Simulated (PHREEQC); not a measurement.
A solution holds 0.072 mol/kgw K2CO3, 0.0002 mol/kgw H4SiO4 and 0.002 mol/kgw CO2, at 20 °C. Closed to the air; pH follows from the charge balance.

Computed with PHREEQC (ion-association model, phreeqc.dat).

Precipitation was switched off in this run.

Question: What pH, density, ionic strength does the model give?

Answer: pH 11.09; density 1.007 g/cm³; ionic strength 0.213 mol/kgw.

Question: In which forms is C present?

Answer: CO3-2 93 %, HCO3- 7.3 % of the C.
